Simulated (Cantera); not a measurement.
A freely propagating, adiabatic, planar premixed flame of 21.2 % H2, 16.5 % O2, 62.3 % N2, equivalence ratio 0.64, unburnt at 373 K and 0.424 atm; mixture-averaged transport, grid criteria slope 0.08 and curve 0.16, no radiation.

Detailed kinetics in Cantera: the H2/O2 subset of GRI-Mech 3.0, which has no nitrogen chemistry. Burning velocities carry a grid error of a few per cent, more on coarse grids. Lean hydrogen flames are cellular in practice and burn faster than this planar one.

x: mole fraction of selected species; z is measured from the peak of heat release.

| z (mm) | T (K) | u (m/s) | x H2 | x O2 | x O | x H2O2 | x H | x H2O |
|---|---|---|---|---|---|---|---|---|
| -3.16 | 373 | 1.75 | 0.212 | 0.165 | <1e-8 | <1e-8 | <1e-8 | <1e-8 |
| -2.11 | 373 | 1.75 | 0.212 | 0.165 | <1e-8 | <1e-8 | <1e-8 | 1.37e-8 |
| -1.58 | 373 | 1.75 | 0.212 | 0.165 | <1e-8 | <1e-8 | <1e-8 | 1.49e-7 |
| -1.05 | 373 | 1.75 | 0.210 | 0.166 | 1.15e-8 | 4.87e-8 | <1e-8 | 5.20e-6 |
| -0.527 | (withheld) | 1.88 | 0.193 | 0.168 | 2.67e-6 | 1.93e-5 | 1.29e-5 | 0.00175 |
| -0.263 | (withheld) | 3.00 | 0.151 | 0.163 | 0.000163 | 4.00e-5 | 0.00232 | 0.0274 |
| 0 | (withheld) | 4.57 | 0.0852 | 0.134 | 0.00291 | 5.38e-6 | 0.0134 | 0.0940 |
| 0.263 | (withheld) | 5.70 | 0.0337 | 0.0940 | 0.00824 | 3.35e-6 | 0.0217 | 0.162 |
| 0.527 | (withheld) | 6.31 | 0.0171 | 0.0775 | 0.0102 | 2.11e-6 | 0.0202 | 0.189 |
| 1.05 | 1612 | 6.89 | 0.0119 | 0.0714 | 0.00896 | 1.03e-6 | 0.0134 | 0.202 |
| 2.11 | 1741 | 7.39 | 0.00872 | 0.0689 | 0.00626 | 5.08e-7 | 0.00695 | 0.212 |
| 4.21 | 1840 | 7.76 | 0.00523 | 0.0677 | 0.00360 | 2.77e-7 | 0.00281 | 0.220 |
| 8.43 | 1901 | 7.98 | 0.00255 | 0.0674 | 0.00171 | 1.63e-7 | 0.000888 | 0.226 |

**Question.** What belongs in the gaps?

**Answer.** 
- -0.527, T (K): 408
- -0.263, T (K): 674
- 0, T (K): 1052
- 0.263, T (K): 1321
- 0.527, T (K): 1467
